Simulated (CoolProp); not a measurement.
Vapour-liquid equilibrium of CF4 (R14) (1) + R13 (2) at -94.95 °C; x and y are mole fractions of (1).

Values from CoolProp's multi-fluid Helmholtz-energy mixture model, Platzer 1990 and Platzer 1990; pair parameters Bell 2016. This equation is an older, rougher fit; its heat capacities, sound speeds and derivatives of the liquid may be far off and weren't checked against measurements.

```csv
x,"bubble pressure, mixture model (MPa)","bubble pressure, Raoult's law (MPa)","y, mixture model","y, Raoult's law"
0.05,0.08762,0.07629,0.490,0.425
0.125,0.1450,0.1215,0.708,0.668
0.2,0.1973,0.1667,0.797,0.779
0.275,0.2455,0.2119,0.847,0.842
0.35,0.2902,0.2571,…,0.883
0.425,0.3322,0.3023,0.902,0.912
0.5,…,0.3475,0.920,0.934
0.575,…,0.3927,0.935,0.950
0.65,…,0.4379,0.948,0.963
0.725,0.4893,0.4831,…,0.974
0.8,…,0.5283,0.971,0.983
0.875,0.5717,0.5735,0.982,0.990
0.95,0.6168,0.6187,…,0.996
```

Task: Complete the blanks.

Result: 
- 0.35, y, mixture model: 0.879
- 0.5, bubble pressure, mixture model (MPa): 0.3725
- 0.575, bubble pressure, mixture model (MPa): 0.4115
- 0.65, bubble pressure, mixture model (MPa): 0.4503
- 0.725, y, mixture model: 0.960
- 0.8, bubble pressure, mixture model (MPa): 0.5296
- 0.95, y, mixture model: 0.993

The largest gap from Raoult's law is +19.3 % in bubble pressure, at x = 0.125. No azeotrope shows between x = 0.05 and 0.95.

Pair parameters are fitted to limited data, so mixtures are less certain than the pure fluids.
